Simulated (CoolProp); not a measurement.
Vapour-liquid equilibrium of acetone (1) + n-nonane (2) at 129.05 °C; x and y are mole fractions of (1).

The numbers come from the multi-fluid Helmholtz-energy mixture model, Lemmon 2006 and Lemmon 2006; pair parameters Bell 2016 in CoolProp.

```json
[
 {"x": "0.05", "bubble pressure (MPa)": "0.1337", "y at the bubble point": "0.590", "dew pressure at overall composition x (MPa)": "0.05782", "liquid density (mol/L)": "5.046"},
 {"x": "0.125", "bubble pressure (MPa)": "0.2326", "y at the bubble point": "0.769", "dew pressure at overall composition x (MPa)": "0.06281", "liquid density (mol/L)": "5.278"},
 {"x": "0.2", "bubble pressure (MPa)": "0.3109", "y at the bubble point": "0.831", "dew pressure at overall composition x (MPa)": "?", "liquid density (mol/L)": "5.530"},
 {"x": "0.275", "bubble pressure (MPa)": "0.3722", "y at the bubble point": "0.863", "dew pressure at overall composition x (MPa)": "0.07586", "liquid density (mol/L)": "5.806"},
 {"x": "0.35", "bubble pressure (MPa)": "0.4208", "y at the bubble point": "?", "dew pressure at overall composition x (MPa)": "0.08460", "liquid density (mol/L)": "?"},
 {"x": "0.425", "bubble pressure (MPa)": "0.4606", "y at the bubble point": "0.897", "dew pressure at overall composition x (MPa)": "0.09559", "liquid density (mol/L)": "6.444"},
 {"x": "0.5", "bubble pressure (MPa)": "0.4949", "y at the bubble point": "0.908", "dew pressure at overall composition x (MPa)": "0.1098", "liquid density (mol/L)": "6.818"},
 {"x": "0.575", "bubble pressure (MPa)": "?", "y at the bubble point": "0.919", "dew pressure at overall composition x (MPa)": "0.1289", "liquid density (mol/L)": "7.238"},
 {"x": "0.65", "bubble pressure (MPa)": "0.5580", "y at the bubble point": "0.929", "dew pressure at overall composition x (MPa)": "0.1559", "liquid density (mol/L)": "7.717"},
 {"x": "0.725", "bubble pressure (MPa)": "0.5908", "y at the bubble point": "0.940", "dew pressure at overall composition x (MPa)": "0.1970", "liquid density (mol/L)": "8.266"},
 {"x": "0.8", "bubble pressure (MPa)": "0.6263", "y at the bubble point": "0.953", "dew pressure at overall composition x (MPa)": "0.2664", "liquid density (mol/L)": "8.904"},
 {"x": "0.875", "bubble pressure (MPa)": "?", "y at the bubble point": "0.968", "dew pressure at overall composition x (MPa)": "0.4008", "liquid density (mol/L)": "9.653"},
 {"x": "0.95", "bubble pressure (MPa)": "0.7089", "y at the bubble point": "0.986", "dew pressure at overall composition x (MPa)": "0.6173", "liquid density (mol/L)": "10.54"}
]
```

**Question.** Fill in the missing entries.

**Answer.** 
- 0.2, dew pressure at overall composition x (MPa): 0.06873
- 0.35, y at the bubble point: 0.883
- 0.35, liquid density (mol/L): 6.109
- 0.575, bubble pressure (MPa): 0.5267
- 0.875, bubble pressure (MPa): 0.6654

No azeotrope shows between x = 0.05 and 0.95.

Pair parameters are fitted to limited data, so mixtures are less certain than the pure fluids. With so large a gap from Raoult's law the liquid may split in two, which this calculation doesn't test in full.
